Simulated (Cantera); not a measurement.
# Premixed flame

A freely propagating, adiabatic, planar premixed flame of CO : H₂ : CH₄ : O₂ : N₂ : H₂O = 1 : 0.19 : 1 : 2.16 : 8.65 : 3.8 (molar parts), unburnt at 348 K and 100000 Pa; mixture-averaged transport, grid criteria slope 0.08 and curve 0.16, no radiation.

Model: GRI-Mech 3.0 (53 species, 325 reactions), integrated in Cantera. Burning velocities carry a grid error of a few per cent, more on coarse grids.

```csv
z (mm),T (K),u (m/s),x CO,x H₂,x CH₄,x H,x CH₃,x NO₂
-3.03,348,0.162,0.0595,0.0120,0.0595,<1e-8,<1e-8,<1e-8
-2.02,352,0.164,0.0594,0.0134,0.0592,<1e-8,<1e-8,<1e-8
-1.52,369,0.173,0.0592,0.0152,0.0584,<1e-8,<1e-8,2.53e-8
-1.01,480,0.226,0.0587,0.0183,0.0538,<1e-8,3.64e-8,2.09e-7
-0.505,909,0.430,0.0576,0.0224,0.0354,5.84e-6,3.23e-5,3.84e-7
-0.253,1253,0.592,0.0565,0.0245,0.0189,0.000115,0.000356,5.20e-8
0,1561,0.734,0.0512,0.0254,0.00394,0.00115,0.000644,<1e-8
0.253,1679,0.783,0.0387,0.0247,0.000200,0.00275,7.13e-5,<1e-8
0.505,1714,0.795,0.0309,0.0251,6.80e-6,0.00292,2.97e-6,<1e-8
1.01,1743,0.806,0.0270,0.0257,2.50e-8,0.00221,1.28e-8,<1e-8
2.02,1764,0.815,0.0265,0.0258,<1e-8,0.00133,<1e-8,<1e-8
4.04,1777,0.821,0.0266,0.0257,<1e-8,0.000686,<1e-8,<1e-8
8.08,1783,0.823,0.0267,0.0257,<1e-8,0.000327,<1e-8,<1e-8
```
x: mole fraction of selected species; z is measured from the peak of heat release.

```json
{
  "laminar_burning_velocity": "16.2 cm/s",
  "thermal_thickness": "1.01 mm",
  "peak x(H)": "0.00298",
  "peak x(CH₃)": "0.000729",
  "grid_points": "151"
}
```
